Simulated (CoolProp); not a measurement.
The numbers come from the reference Helmholtz-energy equation of state, Lemmon 2006 in CoolProp. It is a short technical equation, of lower accuracy than the large ones.

Question: Give the vapour pressure (MPa), vapour density (kg/m³), enthalpy of vaporisation (kJ/kg), liquid cp (kJ/(kg K)) of saturated acetone at 114.75, 165.95 °C.

Answer: 
```csv
T (°C),p (MPa),vapour density (kg/m³),enthalpy of vaporisation (kJ/kg),liquid cp (kJ/(kg K))
114.75,0.535,11.2,429,2.46
165.95,1.54,34.1,342,2.80
```
